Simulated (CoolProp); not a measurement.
Vapour-liquid equilibrium of n-hexane (1) + hexamethyldisiloxane (MM) (2) at 11 bar; x and y are mole fractions of (1).

Computed with CoolProp (multi-fluid Helmholtz-energy mixture model, Thol 2019 and Thol 2016; pair parameters Bell 2016).

```json
[
 {"x": "0.05", "bubble temperature (°C)": "208.5", "y at the bubble point": "0.068", "dew temperature at overall composition x (°C)": "209.0", "liquid density (mol/L)": "3.167"},
 {"x": "0.15", "bubble temperature (°C)": "204.6", "y at the bubble point": "0.197", "dew temperature at overall composition x (°C)": "206.0", "liquid density (mol/L)": "3.357"},
 {"x": "0.25", "bubble temperature (°C)": "200.8", "y at the bubble point": "0.321", "dew temperature at overall composition x (°C)": "203.0", "liquid density (mol/L)": "3.561"},
 {"x": "0.35", "bubble temperature (°C)": "196.9", "y at the bubble point": "0.438", "dew temperature at overall composition x (°C)": "199.8", "liquid density (mol/L)": "3.780"},
 {"x": "0.45", "bubble temperature (°C)": "193.0", "y at the bubble point": "0.548", "dew temperature at overall composition x (°C)": "196.5", "liquid density (mol/L)": "4.016"},
 {"x": "0.55", "bubble temperature (°C)": "189.0", "y at the bubble point": "0.652", "dew temperature at overall composition x (°C)": "193.0", "liquid density (mol/L)": "4.271"},
 {"x": "0.65", "bubble temperature (°C)": "184.9", "y at the bubble point": "0.748", "dew temperature at overall composition x (°C)": "189.1", "liquid density (mol/L)": "4.547"},
 {"x": "0.75", "bubble temperature (°C)": "180.7", "y at the bubble point": "0.834", "dew temperature at overall composition x (°C)": "184.8", "liquid density (mol/L)": "4.845"},
 {"x": "0.85", "bubble temperature (°C)": "176.5", "y at the bubble point": "0.909", "dew temperature at overall composition x (°C)": "179.9", "liquid density (mol/L)": "5.166"},
 {"x": "0.95", "bubble temperature (°C)": "172.4", "y at the bubble point": "0.973", "dew temperature at overall composition x (°C)": "173.9", "liquid density (mol/L)": "5.512"}
]
```

No azeotrope shows between x = 0.05 and 0.95.

Pair parameters are fitted to limited data, so mixtures are less certain than the pure fluids.
